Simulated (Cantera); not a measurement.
Cantera run, input and output.

```python
import numpy as np
import cantera as ct

gas = ct.Solution("gri30.yaml", transport_model="mixture-averaged")
show = ['NH3', 'H', 'H2']

rows = []
print(f"{'T/K':>7s}{'rho':>11s}{'cp':>10s}{'mu':>11s}{'lambda':>11s}{'Pr':>7s}" + "".join(f"{'D_' + s:>11s}" for s in show))
for T in [400, 600, 800, 1000, 1200, 1400]:
    gas.TPX = T, 500000, {'H2O': 0.3, 'CH3OH': 0.57}
    Pr = gas.cp_mass * gas.viscosity / gas.thermal_conductivity
    D = [gas.mix_diff_coeffs_mole[gas.species_index(s)] for s in show]
    rows.append([gas.density, gas.cp_mass, gas.viscosity, gas.thermal_conductivity, Pr, *D])
    print(f"{T:7g}{gas.density:11.4e}{gas.cp_mass:10.1f}{gas.viscosity:11.4e}"
          f"{gas.thermal_conductivity:11.4e}{Pr:7.3f}" + "".join(f"{d:11.4e}" for d in D))
print("SI units: kg/m3, J/kg/K, Pa s, W/m/K, m2/s")
```

Output:

```
    T/K        rho        cp         mu     lambda     Pr      D_NH3        D_H       D_H2
    400 4.0900e+00    1672.2 1.3409e-05 3.0977e-02  0.724 5.8371e-06 3.5515e-05 2.3641e-05
    600 2.7267e+00    2082.0 2.0278e-05 5.7108e-02  0.739 1.3154e-05 7.5662e-05 4.8092e-05
    800 2.0450e+00    2412.9 2.6746e-05 8.6370e-02  0.747 2.2972e-05 1.2688e-04 7.8674e-05
   1000 1.6360e+00    2682.6 3.2748e-05 1.1669e-01  0.753 3.4972e-05 1.8775e-04 1.1473e-04
   1200 1.3633e+00    2895.2 3.8319e-05 1.4705e-01  0.754 4.8922e-05 2.5732e-04 1.5581e-04
   1400 1.1686e+00    3066.2 4.3514e-05 1.7686e-01  0.754 6.4655e-05 3.3494e-04 2.0159e-04
SI units: kg/m3, J/kg/K, Pa s, W/m/K, m2/s
```

Detailed kinetics in Cantera: GRI-Mech 3.0 (53 species, 325 reactions). Polar gases are described roughly by these parameters. The composition is frozen, though it would react at the higher temperatures.
